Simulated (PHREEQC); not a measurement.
Spent oxide etchant: an equilibrium model

Consider water at 20 °C with 0.024 mol NH4HF2, 0.0066 mol (NH4)2SiF6 and 0.017 mol H3PO4 per kg of water. Closed to the air; pH follows from the charge balance.

All values are PHREEQC results (ion-association model, phreeqc.dat), not measurements.

Each row changes one thing in this solution. Precipitation was switched off in this run.

| case | pH | ionic strength (mol/kgw) | HF (mol/kgw) | H2PO4- (mol/kgw) | F- (mol/kgw) | H3PO4 (mol/kgw) |
|---|---|---|---|---|---|---|
| as made | 2.61 | 0.0467 | 0.0330 | 0.0133 | 0.0121 | 0.00372 |
| (NH4)2SiF6 replaced by NH4HS at the same molality | ___ | 0.0323 | 0.0284 | 0.0144 | 0.0162 | 0.00258 |
| diluted 2-fold with water | ___ | 0.0242 | 0.0162 | 0.00687 | 0.00697 | 0.00163 |
| H3PO4 from 0.017 to 0.0085 mol/kgw | ___ | 0.0455 | 0.0278 | 0.00726 | 0.0168 | 0.00124 |
| temperature from 20 to 5 °C | 2.53 | 0.0472 | 0.0326 | 0.0133 | 0.0128 | 0.00370 |

Task: What belongs in the gaps?

Result: 
- (NH4)2SiF6 replaced by NH4HS at the same molality, pH: 2.82
- diluted 2-fold with water, pH: 2.70
- H3PO4 from 0.017 to 0.0085 mol/kgw, pH: 2.83

Complexes and solids missing from the database can't appear. At this temperature some constants are extrapolated from 25 °C, and those without enthalpy data are left unchanged. SiF6-2 is the database's only silicon fluoride.
